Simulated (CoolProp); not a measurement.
Properties of cyclopropane at several states (Tc = 398.7 K, pc = 5.605 MPa, ω = 0.131).

Computed with CoolProp (reference Helmholtz-energy equation of state, Polt 1992). This equation is an older, rougher fit.

```
T (K)  p (MPa)  phase  Joule-Thomson coefficient (K/MPa)  isothermal compressibility (1/MPa)
-----  -------  -----  ---------------------------------  ----------------------------------
323.5   0.0416    gas                              17.73                               24.16
348.4    0.286    gas                              13.77                               3.598
378.1    0.074    gas                              10.01                               13.59
371.8    0.101    gas                              10.67                               9.979
```
